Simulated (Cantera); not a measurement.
A perfectly stirred reactor is fed with C₂H₆ : N₂ = 1 : 37 (molar parts), at 0.728 Torr; it is held at 1800 K, and followed from long to short residence time.

Detailed kinetics in Cantera: GRI-Mech 3.0 (53 species, 325 reactions). GRI-Mech 3.0 stops at C3 and has no aromatics, soot or wall deposition, so with more carbon than oxygen in the feed, carbon stays in small species such as C2H2 where larger ones or solid carbon would form. Radical loss at walls, strong at low pressure, is not modelled.

x: mole fraction; the columns are a selection and need not sum to one.

```json
[
 {"τ (s)": "14", "x C₂H₆": "5.00e-6", "x CH₂": "6.14e-6", "x C₂H₂": "0.0240", "x CH₄": "0.000946", "x C₂H₄": "3.64e-5", "x CH₃": "0.000357"},
 {"τ (s)": "4.8", "x C₂H₆": "(withheld)", "x CH₂": "(withheld)", "x C₂H₂": "0.0237", "x CH₄": "(withheld)", "x C₂H₄": "(withheld)", "x CH₃": "(withheld)"},
 {"τ (s)": "1.7", "x C₂H₆": "3.93e-5", "x CH₂": "1.64e-5", "x C₂H₂": "0.0230", "x CH₄": "0.00226", "x C₂H₄": "0.000256", "x CH₃": "0.00105"},
 {"τ (s)": "0.59", "x C₂H₆": "0.000109", "x CH₂": "2.60e-5", "x C₂H₂": "0.0217", "x CH₄": "0.00322", "x C₂H₄": "0.000636", "x CH₃": "0.00181"},
 {"τ (s)": "0.21", "x C₂H₆": "0.000290", "x CH₂": "3.91e-5", "x C₂H₂": "0.0197", "x CH₄": "0.00424", "x C₂H₄": "0.00145", "x CH₃": "0.00307"},
 {"τ (s)": "0.073", "x C₂H₆": "0.000784", "x CH₂": "5.62e-5", "x C₂H₂": "0.0161", "x CH₄": "0.00500", "x C₂H₄": "0.00308", "x CH₃": "0.00523"},
 {"τ (s)": "0.026", "x C₂H₆": "0.00205", "x CH₂": "7.39e-5", "x C₂H₂": "0.0109", "x CH₄": "0.00480", "x C₂H₄": "0.00547", "x CH₃": "0.00850"},
 {"τ (s)": "0.0090", "x C₂H₆": "0.00531", "x CH₂": "8.34e-5", "x C₂H₂": "0.00470", "x CH₄": "0.00322", "x C₂H₄": "0.00712", "x CH₃": "0.0125"},
 {"τ (s)": "0.0032", "x C₂H₆": "0.0119", "x CH₂": "6.69e-5", "x C₂H₂": "0.000845", "x CH₄": "0.00127", "x C₂H₄": "0.00490", "x CH₃": "0.0137"},
 {"τ (s)": "0.0011", "x C₂H₆": "0.0198", "x CH₂": "2.59e-5", "x C₂H₂": "2.68e-5", "x CH₄": "0.000272", "x C₂H₄": "0.00108", "x CH₃": "0.00928"},
 {"τ (s)": "0.00039", "x C₂H₆": "(withheld)", "x CH₂": "(withheld)", "x C₂H₂": "(withheld)", "x CH₄": "(withheld)", "x C₂H₄": "(withheld)", "x CH₃": "(withheld)"}
]
```

Question: Some entries are withheld; supply them.

Answer: 
- 4.8, x C₂H₆: 1.43e-5
- 4.8, x CH₂: 1.02e-5
- 4.8, x CH₄: 0.00151
- 4.8, x C₂H₄: 0.000100
- 4.8, x CH₃: 0.000618
- 0.00039, x C₂H₆: 0.0239
- 0.00039, x CH₂: 3.17e-6
- 0.00039, x C₂H₂: 1.51e-7
- 0.00039, x CH₄: 4.39e-5
- 0.00039, x C₂H₄: 6.12e-5
- 0.00039, x CH₃: 0.00431
